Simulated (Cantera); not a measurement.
Cantera run:

```python
import numpy as np
import cantera as ct

gas_names = """
    TaO2 N2O NO2 N CO2 NO
""".split()
cond_names = """
    Ta(cr) Ta(L) TaC(s) TaC(L)
""".split()


def load(file, names, dense=False):
    # The tables refer to 1 bar. Condensed volumes are neglected.
    table = {s.name: s for s in ct.Species.list_from_file(file)}
    out = []
    for n in names:
        d = dict(table[n].input_data)
        d["thermo"] = dict(d["thermo"], **{"reference-pressure": 1e5})
        if dense:
            d["equation-of-state"] = {"model": "constant-volume", "density": "1e6 g/cm^3"}
        out.append(ct.Species.from_dict(d))
    return out


species = {s.name: s for s in load("nasa_gas.yaml", gas_names) + load("nasa_condensed.yaml", cond_names)}
# Each term lists the table entries of one substance; the one whose range holds T is used.
reactions = {
    '3 TaO2(g) + 2 N2O(g) = 3 Ta + 4 NO2(g)':
        [(-3, ['TaO2']), (-2, ['N2O']), (3, ['Ta(cr)', 'Ta(L)']), (4, ['NO2'])],
    '4 N(g) + CO2(g) + TaO2(g) = TaC + 4 NO(g)':
        [(-4, ['N']), (-1, ['CO2']), (-1, ['TaO2']), (1, ['TaC(s)', 'TaC(L)']), (4, ['NO'])],
}


def pick(names, T):
    return next(species[n] for n in names if species[n].thermo.min_temp <= T <= species[n].thermo.max_temp)


results = []
for label, terms in reactions.items():
    print(label)
    print("     T/K   dH/kJ  dS/(J/K)   dG/kJ   log10 K")
    for T in [300, 1498, 1648, 1798, 1948, 2098, 2248, 2398]:
        used = [(nu, pick(names, T)) for nu, names in terms]
        dH = sum(nu * s.thermo.h(T) for nu, s in used) / 1e6
        dS = sum(nu * s.thermo.s(T) for nu, s in used) / 1e3
        dG = dH - T * dS / 1e3
        logK = -dG * 1e6 / (ct.gas_constant * T * np.log(10))
        results.append((label, T, dH, dS, dG, logK, [s.name for _, s in used]))
        print(f"{T:8g} {dH:8.1f} {dS:8.1f} {dG:8.1f} {logK:8.2f}")
```

Output:

```
3 TaO2(g) + 2 N2O(g) = 3 Ta + 4 NO2(g)
     T/K   dH/kJ  dS/(J/K)   dG/kJ   log10 K
     300    576.1   -195.6    634.8  -110.53
    1498    596.1   -171.4    852.9   -29.74
    1648    599.8   -169.1    878.5   -27.84
    1798    603.8   -166.8    903.6   -26.25
    1948    608.1   -164.5    928.5   -24.90
    2098    612.8   -162.2    953.0   -23.73
    2248    617.8   -159.8    977.1   -22.70
    2398    623.4   -157.4   1000.9   -21.80
4 N(g) + CO2(g) + TaO2(g) = TaC + 4 NO(g)
     T/K   dH/kJ  dS/(J/K)   dG/kJ   log10 K
     300  -1075.4   -221.9  -1008.8   175.65
    1498  -1083.8   -235.4   -731.2    25.50
    1648  -1083.8   -235.3   -695.9    22.06
    1798  -1083.5   -235.1   -660.7    19.19
    1948  -1082.9   -234.9   -625.4    16.77
    2098  -1082.2   -234.5   -590.2    14.69
    2248  -1081.3   -234.1   -555.1    12.90
    2398  -1080.1   -233.6   -520.0    11.33
```

Source: NASA polynomial tables (part measured, part estimated), evaluated in Cantera. TaC: taken at fixed stoichiometry. Condensed species are held in their standard states even where they would react or evaporate.
